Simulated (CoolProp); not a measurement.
Properties of R236EA along the isotherm 138.85 °C (Tc = 139.3 °C, pc = 3414 kPa, ω = 0.368).

Model: reference Helmholtz-energy equation of state, Rui 2013, in CoolProp.

| p (kPa) | phase | Z | Joule-Thomson coefficient (K/MPa) | isothermal compressibility (1/MPa) | expansivity (1/kK) | viscosity (µPa s) | Prandtl number |
|---|---|---|---|---|---|---|---|
| 19 | gas | 0.9981 | 8.229 | 52.73 | 2.444 | 15.2 | 0.667 |
| 27.8 | gas | 0.9972 | 8.238 | 36.07 | 2.452 | 15.2 | 0.667 |
| 40.9 | gas | 0.9958 | 8.251 | 24.55 | 2.464 | 15.2 | 0.668 |
| 60 | gas | 0.9939 | 8.271 | 16.77 | 2.482 | 15.2 | 0.669 |
| 88.1 | gas | 0.9910 | 8.300 | 11.45 | 2.508 | 15.2 | 0.670 |
| 129 | gas | 0.9868 | 8.344 | 7.856 | 2.547 | 15.2 | 0.671 |
| 190 | gas | 0.9805 | 8.409 | 5.369 | 2.606 | 15.2 | 0.673 |
| 278 | gas | 0.9713 | 8.507 | 3.705 | 2.696 | 15.2 | 0.677 |
| 409 | gas | 0.9574 | 8.659 | 2.557 | 2.839 | 15.3 | 0.682 |
| 600 | gas | 0.9367 | 8.896 | 1.784 | 3.069 | 15.3 | 0.691 |
| 881 | gas | 0.9050 | 9.281 | 1.263 | 3.466 | 15.4 | 0.705 |
| 1290 | gas | 0.8559 | 9.943 | 0.9217 | 4.213 | 15.7 | 0.731 |
| 1900 | gas | 0.7732 | 11.26 | 0.7172 | 5.998 | 16.2 | 0.787 |
| 2780 | gas | 0.6153 | 14.60 | 0.7332 | 13.69 | 18.2 | 1.01 |
| 4090 | liquid | 0.2058 | 2.864 | 0.1057 | 15.81 | 77.4 | 3.65 |
| 6000 | liquid | 0.2710 | 1.202 | 0.03447 | 7.224 | 99.1 | 3.34 |

Viscosity comes from a separate model (Huber 2003), an estimate that may be off by 10 % or more. Thermal conductivity comes from a separate model (Huber 2003), an estimate that may be off by 10 % or more.
